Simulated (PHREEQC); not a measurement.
3.6 g of hydrous ferric oxide (600 m²/g; 0.2 weak and 0.005 strong sites per Fe, Dzombak-Morel constants, diffuse double layer) in 1 kg of water with 0.3 mol/kgw of an inert sodium salt and 2 mmol/kgw NiCl2, at 25 °C; the pH is set by adding NaOH or the inert anion's acid. O2 is buffered at 0.21 atm. The system is closed to CO2. Nothing may precipitate in this run.

Model: ion-association model, wateq4f.dat, run in PHREEQC.

| pH | Ni sorbed (%) | surface charge σ (C/m²) | surface potential ψ (mV) |
|---|---|---|---|
| 3 | 0.0 | 0.368 | 125 |
| 3.38 | 0.0 | 0.365 | 124 |
| 3.75 | 0.0 | 0.358 | 123 |
| 4.12 | 0.1 | 0.344 | 121 |
| 4.5 | 0.6 | 0.319 | 118 |
| 4.88 | 2.5 | 0.284 | 112 |
| 5.25 | 6.5 | … | … |
| 5.62 | 11.7 | 0.200 | 95 |
| 6 | … | 0.160 | … |
| 6.38 | 43.9 | 0.129 | 74 |
| 6.75 | 70.5 | 0.106 | 65 |
| 7.12 | 88.4 | 0.085 | 56 |
| 7.5 | 96.4 | … | 45 |
| 7.88 | 99.0 | 0.042 | … |
| 8.25 | 99.7 | 0.022 | 17 |
| 8.62 | 99.9 | 0.002 | … |
| 9 | 100.0 | -0.018 | -14 |

Task: Some entries are withheld; supply them.

Result: 
- 5.25, surface charge σ (C/m²): 0.243
- 5.25, surface potential ψ (mV): 104
- 6, Ni sorbed (%): 21.7
- 6, surface potential ψ (mV): 84
- 7.5, surface charge σ (C/m²): 0.064
- 7.88, surface potential ψ (mV): 31
- 8.62, surface potential ψ (mV): 2

Along this series the solution becomes supersaturated in solids that the run did not let form, among them Ni(OH)2. Species that the database lacks are ignored. The oxide is taken as insoluble; below pH 4 it would dissolve.
